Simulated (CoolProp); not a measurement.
A Linde-Hampson liquefier for ethane: isothermal reversible compression at 320 K from 1 atm to 20 MPa, throttling to 1 atm, return gas leaving the recuperator 2 K below the feed. Each further row changes one setting.

Values from CoolProp's reference Helmholtz-energy equation of state, Bücker 2006.

```csv
case,liquid yield per pass,compression work (kJ/kg of gas)
as stated,0.462,366
high pressure 40 MPa,0.458,414
warm-end temperature 350 K,0.377,429
warm-end gap 7 K,0.455,366
```
